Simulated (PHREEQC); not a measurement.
0.37 g of hydrous ferric oxide (600 m²/g; 0.2 weak and 0.005 strong sites per Fe, Dzombak-Morel constants, diffuse double layer) in 1 kg of water with 0.001 mol/kgw of an inert sodium salt and 1.7e-06 mol/kgw NiCl2, at 25 °C; the pH is set by adding NaOH or the inert anion's acid. Oxygen alone is held at its pressure in air (log pO2 = -0.68). No CO2 enters from the air. Nothing may precipitate in this run.

The series has 17 steps of pH, from 4 to 10.

All values are PHREEQC results (ion-association model, wateq4f.dat), not measurements.

### Question
Near which pH is half of the Ni sorbed, and on which side is more sorbed?

### Answer
Near pH 6.3, with more sorbed at higher pH.
